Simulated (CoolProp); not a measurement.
n-nonane along the isotherm 326.85 °C: fugacity coefficient from the reference equation and from simpler models built on Tc = 321.4 °C, pc = 2.282 MPa, ω = 0.443; each cubic takes its own stable root.

Values from CoolProp's reference Helmholtz-energy equation of state, Lemmon 2006. It is a short technical equation, of lower accuracy than the large ones.

```json
[
 {"p (MPa)": "0.57", "phase": "gas", "reference": "0.9165", "van der Waals": "0.9279", "Redlich-Kwong": "0.9183", "Soave-Redlich-Kwong": "0.9189", "Peng-Robinson": "0.9103"},
 {"p (MPa)": "1.14", "phase": "gas", "reference": "0.8341", "van der Waals": "0.8560", "Redlich-Kwong": "0.8386", "Soave-Redlich-Kwong": "0.8399", "Peng-Robinson": "0.8245"},
 {"p (MPa)": "1.71", "phase": "gas", "reference": "0.7515", "van der Waals": "0.7830", "Redlich-Kwong": "0.7596", "Soave-Redlich-Kwong": "0.7616", "Peng-Robinson": "0.7413"},
 {"p (MPa)": "2.28", "phase": "gas", "reference": "0.6651", "van der Waals": "0.7045", "Redlich-Kwong": "0.6775", "Soave-Redlich-Kwong": "0.6807", "Peng-Robinson": "0.6574"},
 {"p (MPa)": "2.85", "phase": "supercritical", "reference": "0.5651", "van der Waals": "0.6085", "Redlich-Kwong": "0.5814", "Soave-Redlich-Kwong": "0.5869", "Peng-Robinson": "0.5637"},
 {"p (MPa)": "3.42", "phase": "supercritical", "reference": "0.4902", "van der Waals": "0.5389", "Redlich-Kwong": "0.5102", "Soave-Redlich-Kwong": "0.5155", "Peng-Robinson": "0.4927"},
 {"p (MPa)": "3.99", "phase": "supercritical", "reference": "0.4364", "van der Waals": "0.4891", "Redlich-Kwong": "0.4586", "Soave-Redlich-Kwong": "0.4637", "Peng-Robinson": "0.4411"},
 {"p (MPa)": "4.56", "phase": "supercritical", "reference": "0.3959", "van der Waals": "0.4520", "Redlich-Kwong": "0.4198", "Soave-Redlich-Kwong": "0.4246", "Peng-Robinson": "0.4022"},
 {"p (MPa)": "5.13", "phase": "supercritical", "reference": "0.3646", "van der Waals": "0.4237", "Redlich-Kwong": "0.3897", "Soave-Redlich-Kwong": "0.3943", "Peng-Robinson": "0.3718"},
 {"p (MPa)": "5.7", "phase": "supercritical", "reference": "0.3397", "van der Waals": "0.4015", "Redlich-Kwong": "0.3658", "Soave-Redlich-Kwong": "0.3702", "Peng-Robinson": "0.3476"}
]
```
